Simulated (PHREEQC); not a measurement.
Make-up at 25 °C: 0.011 mol/kgw Cu(BF4)2, 0.002 mol/kgw HCl and 0.0028 mol/kgw H3BO3. Closed to the air; pH follows from the charge balance.

Equilibrium calculation in PHREEQC: ion-association model, phreeqc.dat.

```tsv
quantity	before	after
pH	2.61	2.78
H3BO3 (mol/kgw)	0.00350	0.00229
H2BO3- (mol/kgw)	9.92e-10	9.17e-10
```

Problem. Name the change that produced these shifts.
A) temperature from 25 to 50 °C
B) temperature from 25 to 15 °C
C) HCl from 0.002 to 0.02 mol/kgw
D) diluted 2-fold with water
E) H3BO3 from 0.0028 to 0.00308 mol/kgw

Solution. D, diluted 2-fold with water

No solid was allowed to form. Real BF4- forms and hydrolyses slowly; the run takes it at equilibrium.
